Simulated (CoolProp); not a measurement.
o-xylene along the isotherm 620 K: Z from the reference equation and from simpler models built on Tc = 630.3 K, pc = 3.737 MPa, ω = 0.312; each cubic takes its own stable root.

Model: reference Helmholtz-energy equation of state, Zhou 2012, in CoolProp.

| p (MPa) | phase | reference |
|---|---|---|
| 2.67 | gas | 0.6280 |
| 5.34 | liquid | 0.2175 |
| 8.01 | liquid | 0.3035 |
| 10.7 | liquid | 0.3887 |
| 13.3 | liquid | 0.4692 |
| 16 | liquid | 0.5511 |
| 18.7 | liquid | 0.6316 |
| 21.4 | liquid | 0.7107 |
| 24 | liquid | 0.7859 |
| 26.7 | liquid | 0.8629 |
| 29.4 | liquid | 0.9390 |
| 32 | liquid | 1.012 |
| 34.7 | liquid | 1.086 |
| 37.4 | liquid | 1.160 |

How far does each simpler model (van der Waals, Redlich-Kwong, Soave-Redlich-Kwong, Peng-Robinson) lie from the reference over these 14 states: mean and median of the absolute difference, and the worst?


- van der Waals: mean 42.8 %, median 43.8 %, worst +52.5 % at 620 K and 5.34 MPa
- Redlich-Kwong: mean 12.3 %, median 10.9 %, worst +23.4 % at 620 K and 5.34 MPa
- Soave-Redlich-Kwong: mean 11.8 %, median 10.6 %, worst +21.7 % at 620 K and 5.34 MPa
- Peng-Robinson: mean 2.6 %, median 2.0 %, worst +9.2 % at 620 K and 5.34 MPa
